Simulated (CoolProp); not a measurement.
Methane along the isotherm -75.85 °C: Z from the reference equation and from simpler models built on Tc = -82.6 °C, pc = 4.599 MPa, ω = 0.011; each cubic takes its own stable root.

Values from CoolProp's reference Helmholtz-energy equation of state, Setzmann 1991.

```json
[
 {"p (MPa)": "0.0218", "phase": "gas", "reference": "0.9986"},
 {"p (MPa)": "0.0388", "phase": "gas", "reference": "0.9975"},
 {"p (MPa)": "0.069", "phase": "gas", "reference": "0.9955"},
 {"p (MPa)": "0.123", "phase": "gas", "reference": "0.9919"},
 {"p (MPa)": "0.218", "phase": "gas", "reference": "0.9856"},
 {"p (MPa)": "0.388", "phase": "gas", "reference": "0.9742"},
 {"p (MPa)": "0.69", "phase": "gas", "reference": "0.9534"},
 {"p (MPa)": "1.23", "phase": "gas", "reference": "0.9146"},
 {"p (MPa)": "2.18", "phase": "gas", "reference": "0.8401"},
 {"p (MPa)": "3.88", "phase": "gas", "reference": "0.6726"},
 {"p (MPa)": "6.9", "phase": "supercritical", "reference": "0.2850"}
]
```

**Question.** How far does each simpler model (van der Waals, Redlich-Kwong, Soave-Redlich-Kwong, Peng-Robinson) lie from the reference over these 11 states: mean and median of the absolute difference, and the worst?

**Answer.** 
- van der Waals: mean 3.2 %, median 0.2 %, worst +28.5 % at -75.85 °C and 6.9 MPa
- Redlich-Kwong: mean 1.3 %, median 0.1 %, worst +13.9 % at -75.85 °C and 6.9 MPa
- Soave-Redlich-Kwong: mean 1.3 %, median 0.0 %, worst +13.9 % at -75.85 °C and 6.9 MPa
- Peng-Robinson: mean 1.2 %, median 0.4 %, worst -4.0 % at -75.85 °C and 3.88 MPa
